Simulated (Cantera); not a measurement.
Input: 1 mol Si(CH3)4, 0.016 mol C2H4, 310 mol H2, equilibrated at 1248 K and 45.0 Torr.

Cantera equilibrium calculation (NASA polynomials, part measured and part estimated; ideal gas, pure solids and liquids). Candidate condensed phases: C, C6H6, C7H8, C8H18, Si, SiC; 87 gas species. Kinetics and transport are ignored.

Base state: H2 0.999, CH4 0.000668 (mole fractions); condensed: C(graphite) + SiC(s).

**Question.** What changes in the equilibrium state with this change: pressure from 45.0 Torr to 97.5 Torr?

**Answer.** 
| species | before | after |
|---|---|---|
| H2 | 0.999 | 0.999 |
| CH4 | 0.000668 | 0.00145 |
| C(graphite), mol | 2.82 | 2.58 |
| SiC(s), mol | 1.00 | 1.00 |
